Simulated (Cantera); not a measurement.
An isothermal, constant-pressure homogeneous reactor starts with CO : O₂ : H₂O : N₂ = 0.0085 : 0.011 : 0.09 : 1 (molar parts), equivalence ratio 0.39, at 925 K and 1800 Torr.

Detailed kinetics in Cantera: GRI-Mech 3.0 (53 species, 325 reactions).

One state of this run: x CO = 0.00706; x O₂ = 0.00962; x H₂O = 0.0811; x CO₂ = 0.000603; x O = 7.01e-9; x H₂O₂ = 2.27e-6; x H = 4.76e-9. x: mole fraction; the columns are a selection and need not sum to one.

Question: Which value of t (s) does it belong to?
A. 0.000356
B. 1.42
C. 0.0225
D. 0.00283

Answer: B, 1.42
